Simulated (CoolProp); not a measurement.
Vapour-liquid equilibrium of carbon dioxide (1) + R124 (2) at 0.622 MPa; x and y are mole fractions of (1).

Computed with CoolProp (multi-fluid Helmholtz-energy mixture model, Span 1996 and de Vries 1995; pair parameters Bell 2016).

| x | bubble temperature, mixture model (°C) | bubble temperature, Raoult's law (°C) | y, mixture model | y, Raoult's law |
|---|---|---|---|---|
| 0.05 | 25.8 | 21.5 | 0.364 | 0.477 |
| 0.125 | 7.4 | 2.5 | 0.664 | 0.748 |
| 0.2 | -5.4 | -9.8 | 0.802 | 0.857 |
| 0.275 | -14.7 | -18.5 | 0.873 | 0.911 |
| 0.35 | -21.7 | -25.2 | 0.914 | 0.941 |
| 0.425 | -27.4 | -30.5 | 0.940 | 0.960 |
| 0.5 | -32.2 | -34.8 | 0.958 | 0.972 |
| 0.575 | -36.3 | -38.5 | 0.971 | 0.980 |
| 0.65 | -39.9 | -41.7 | 0.980 | 0.986 |
| 0.725 | -43.1 | -44.4 | 0.987 | 0.991 |
| 0.8 | -46.0 | -46.9 | 0.992 | 0.994 |
| 0.875 | -48.6 | -49.1 | 0.996 | 0.997 |
| 0.95 | -50.9 | -51.0 | 0.999 | 0.999 |

The largest gap from Raoult's law is +4.9 K in bubble temperature, at x = 0.125. No azeotrope shows between x = 0.05 and 0.95.

Pair parameters are fitted to limited data, so mixtures are less certain than the pure fluids.
